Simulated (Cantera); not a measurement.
What does this Cantera script print?

```python
import numpy as np
import cantera as ct

gas_names = """
    H HO2 H2 H2O H2O2 O OH O2 O3 Pb PbO Pb2
""".split()
cond_names = """
    H2O(s) H2O(L) Pb(cr) Pb(L) PbO(rd) PbO(yw) PbO(L) PbO2(s) Pb3O4(s)
""".split()


# ... load() reads the species with a 1 bar reference pressure and builds the phases ...
atoms = {
    'PbO': {'Pb': 1, 'O': 1},
    'H2O': {'H': 2, 'O': 1},
    'O2': {'O': 2},
}
top_T = {'Pb3O4(s)': 820}  # K; cautious upper limits of use, not melting points


# ... equilibrate(T, P, feed) seeds the gas with the atoms and calls Mixture.equilibrate('TP', solver="vcs", rtol=1e-11, max_steps=5000) ...
results = []
feed = {'PbO': 1, 'H2O': 0.012, 'O2': 0.27}  # mol
P = 93000  # Pa
for T in [1000, 1050, 1100, 1150, 1200, 1250, 1300, 1350, 1400, 1450, 1500, 1550, 1600]:
    mix = equilibrate(T, P, feed)
    results.append((T, P, feed, dict(zip(mix.species_names, mix.species_moles))))
    x = sorted(zip(gas.X, gas.species_names), reverse=True)
    print(f"T = {T:g} K  P = {P:g} Pa  gas = {mix.phase_moles(0):.4g} mol")
    print("   x: " + "  ".join(f"{s} {v:.3e}" for v, s in x if v > 0.0001))
    print("   condensed (mol): " + ("  ".join(f"{mix.phase(i).name} {mix.phase_moles(i):.4g}"
          for i in range(1, mix.n_phases) if mix.phase_moles(i) > 1e-12) or "none"))
```

It prints:

```
T = 1000 K  P = 93000 Pa  gas = 0.282 mol
   x: O2 9.574e-01  H2O 4.255e-02
   condensed (mol): PbO(yw) 1
T = 1050 K  P = 93000 Pa  gas = 0.282 mol
   x: O2 9.574e-01  H2O 4.255e-02
   condensed (mol): PbO(yw) 1
T = 1100 K  P = 93000 Pa  gas = 0.282 mol
   x: O2 9.574e-01  H2O 4.255e-02
   condensed (mol): PbO(yw) 1
T = 1150 K  P = 93000 Pa  gas = 0.282 mol
   x: O2 9.574e-01  H2O 4.255e-02
   condensed (mol): PbO(yw) 1
T = 1200 K  P = 93000 Pa  gas = 0.282 mol
   x: O2 9.574e-01  H2O 4.255e-02
   condensed (mol): PbO(L) 1
T = 1250 K  P = 93000 Pa  gas = 0.2821 mol
   x: O2 9.573e-01  H2O 4.254e-02  PbO 1.965e-04
   condensed (mol): PbO(L) 0.9999
T = 1300 K  P = 93000 Pa  gas = 0.2821 mol
   x: O2 9.570e-01  H2O 4.253e-02  PbO 4.853e-04
   condensed (mol): PbO(L) 0.9999
T = 1350 K  P = 93000 Pa  gas = 0.2823 mol
   x: O2 9.564e-01  H2O 4.250e-02  PbO 1.116e-03
   condensed (mol): PbO(L) 0.9997
T = 1400 K  P = 93000 Pa  gas = 0.2827 mol
   x: O2 9.551e-01  H2O 4.244e-02  PbO 2.406e-03
   condensed (mol): PbO(L) 0.9993
T = 1450 K  P = 93000 Pa  gas = 0.2834 mol
   x: O2 9.527e-01  H2O 4.232e-02  PbO 4.902e-03
   condensed (mol): PbO(L) 0.9986
T = 1500 K  P = 93000 Pa  gas = 0.2847 mol
   x: O2 9.483e-01  H2O 4.211e-02  PbO 9.489e-03
   condensed (mol): PbO(L) 0.9973
T = 1550 K  P = 93000 Pa  gas = 0.2871 mol
   x: O2 9.405e-01  H2O 4.174e-02  PbO 1.754e-02  Pb 1.287e-04  OH 1.141e-04
   condensed (mol): PbO(L) 0.9949
T = 1600 K  P = 93000 Pa  gas = 0.2912 mol
   x: O2 9.273e-01  H2O 4.112e-02  PbO 3.109e-02  Pb 3.125e-04  OH 1.675e-04
   condensed (mol): PbO(L) 0.9909
```

Method: chemical equilibrium by Gibbs-energy minimisation in Cantera with the NASA 1993 tables (ideal gas, pure condensed phases). Gases not in the tables: (PbO)n polymers.
